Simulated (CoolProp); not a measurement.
A simple Rankine cycle with sulfur dioxide: condensing at 305.15 K, boiler at 1.39 MPa, turbine inlet 492.3 K, turbine efficiency 0.75, pump efficiency 0.6, no recuperator. Each further row changes one setting.

Values from CoolProp's reference Helmholtz-energy equation of state, Gao 2016.

| case | thermal efficiency (%) | net work (kJ/kg) | heat in (kJ/kg) | turbine exit temperature (K) | volume ratio over the turbine |
|---|---|---|---|---|---|
| as stated | 8.9 | 42.5 | 478 | ? | 2.47 |
| turbine inlet 512.3 K | 9.0 | ? | ? | 442.6 | 2.47 |
| condensing temperature 297.15 K | ? | ? | 489 | 408.9 | 3.10 |
| boiler pressure 0.973 MPa | ? | 29.3 | 481 | 447.0 | 1.81 |
| turbine efficiency 0.65 | ? | 36.7 | 478 | ? | 2.52 |

Complete the blanks.


- as stated, turbine exit temperature (K): 424.1
- turbine inlet 512.3 K, net work (kJ/kg): 44.6
- turbine inlet 512.3 K, heat in (kJ/kg): 493
- condensing temperature 297.15 K, thermal efficiency (%): 10.7
- condensing temperature 297.15 K, net work (kJ/kg): 52.2
- boiler pressure 0.973 MPa, thermal efficiency (%): 6.1
- turbine efficiency 0.65, thermal efficiency (%): 7.7
- turbine efficiency 0.65, turbine exit temperature (K): 432.2
